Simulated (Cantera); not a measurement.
A perfectly stirred reactor is fed with 28.1 % H₂, 14.6 % O₂, 55.0 % N₂, 2.30 % H₂O, at 500000 Pa; it is adiabatic with a 673 K inlet, and is followed from long to short residence time, starting on the burning branch (τ in s: 0.063, 0.028, 0.012, 0.0054, 0.0024, 0.001, 0.00046, 0.0002, 8.8e-05, 3.9e-05, 1.7e-05, 7.5e-06).

Computed with Cantera and the H2/O2 subset of GRI-Mech 3.0, which has no nitrogen chemistry. The hydrogen kinetics of GRI-Mech 3.0 are dated; newer H2 mechanisms differ, most at raised pressure.

x: mole fraction; the columns are a selection and need not sum to one.

| τ (s) | T (K) | x H₂ | x O₂ | x H₂O | x H | x O | x H₂O₂ | x OH |
|---|---|---|---|---|---|---|---|---|
| 0.063 | 2570 | 0.0122 | 0.0103 | 0.331 | 0.00170 | 0.000929 | 6.14e-7 | 0.0103 |
| 0.028 | 2569 | 0.0123 | 0.0103 | 0.331 | 0.00171 | 0.000934 | 6.15e-7 | 0.0103 |
| 0.012 | 2568 | 0.0124 | 0.0104 | 0.331 | 0.00175 | 0.000947 | 6.17e-7 | 0.0104 |
| 0.0054 | 2564 | 0.0128 | 0.0105 | 0.331 | 0.00182 | 0.000974 | 6.23e-7 | 0.0105 |
| 0.0024 | 2558 | 0.0134 | 0.0108 | 0.329 | 0.00198 | 0.00103 | 6.35e-7 | 0.0107 |
| 0.0010 | 2543 | 0.0149 | 0.0114 | 0.327 | 0.00236 | 0.00118 | 6.64e-7 | 0.0113 |
| 0.00046 | 2517 | 0.0173 | 0.0124 | 0.323 | 0.00308 | 0.00145 | 7.14e-7 | 0.0122 |
| 0.00020 | 2470 | 0.0214 | 0.0141 | 0.316 | 0.00459 | 0.00199 | 8.10e-7 | 0.0137 |
| 8.8e-5 | 2400 | ? | ? | 0.306 | ? | ? | ? | ? |
| 3.9e-5 | 2305 | 0.0335 | 0.0198 | 0.294 | 0.0117 | 0.00433 | 1.20e-6 | 0.0172 |
| 1.7e-5 | 2180 | 0.0409 | 0.0240 | 0.279 | 0.0185 | 0.00624 | 1.57e-6 | 0.0181 |
| 7.5e-6 | 2031 | 0.0490 | 0.0293 | 0.263 | 0.0276 | 0.00831 | 2.25e-6 | 0.0175 |

**Question.** Complete the blanks.

**Answer.** 
- 8.8e-5, x H₂: 0.0269
- 8.8e-5, x O₂: 0.0166
- 8.8e-5, x H: 0.00729
- 8.8e-5, x O: 0.00292
- 8.8e-5, x H₂O₂: 9.65e-7
- 8.8e-5, x OH: 0.0155
